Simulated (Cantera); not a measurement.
# Thermodynamics of roasting and sulfation, feed Fe₂O₃ + H₂S + N₂

Input: 1 mol Fe₂O₃, 0.75 mol H₂S, 7.8 mol N₂, held at 11300 Torr.

Cantera equilibrium calculation (NASA polynomials, part measured and part estimated; ideal gas, pure solids and liquids). Candidate condensed phases: Fe, FeO, Fe(OH)₂, Fe(OH)₃, FeS, FeSO₄, FeS₂, Fe₂O₃, Fe₂(SO₄)₃, Fe₃O₄, H₂O, H₂SO₄, S; 38 gas species. Mutual solubility and eutectic melting of coexisting phases are not modelled. FeS: taken at fixed stoichiometry. Gases not in the tables: S₃ to S₇. Rates play no part.

At 798 K the condensed part is FeS₂(s) + Fe₃O₄(s). At 848 K the condensed part is FeS(s) + FeS₂(s) + Fe₃O₄(s). From 898 K to 1098 K the condensed part is FeS(s) + Fe₃O₄(s).

| T (K) | x N₂ | x H₂O | x SO₂ | x H₂S | x S₂ | x H₂ | x S₂O | n FeS₂(s) | n Fe₃O₄(s) | n FeS(s) |
|---|---|---|---|---|---|---|---|---|---|---|
| 798 | 0.909 | 0.0866 | 0.00373 | 0.000759 | 2.26e-5 | 1.99e-5 | 2.59e-6 | 0.356 | 0.548 | 0 |
| 848 | 0.909 | 0.0859 | 0.00394 | 0.00144 | 7.36e-5 | 4.62e-5 | 6.22e-6 | 0.349 | 0.549 | 0.00498 |
| 898 | 0.894 | 0.0842 | 0.0196 | 0.00173 | 0.000359 | 5.09e-5 | 4.41e-5 | 0 | 0.481 | 0.557 |
| 948 | 0.894 | 0.0841 | 0.0195 | 0.00180 | 0.000471 | 8.72e-5 | 5.25e-5 | 0 | 0.482 | 0.555 |
| 998 | 0.894 | 0.0839 | 0.0194 | 0.00187 | 0.000602 | 0.000142 | 6.14e-5 | 0 | 0.482 | 0.553 |
| 1048 | 0.894 | 0.0838 | 0.0192 | 0.00194 | 0.000752 | 0.000221 | 7.08e-5 | 0 | 0.483 | 0.551 |
| 1098 | 0.894 | 0.0836 | 0.0191 | 0.00201 | 0.000921 | 0.000331 | 8.05e-5 | 0 | 0.484 | 0.548 |
x: gas mole fraction; n: condensed amount in mol.
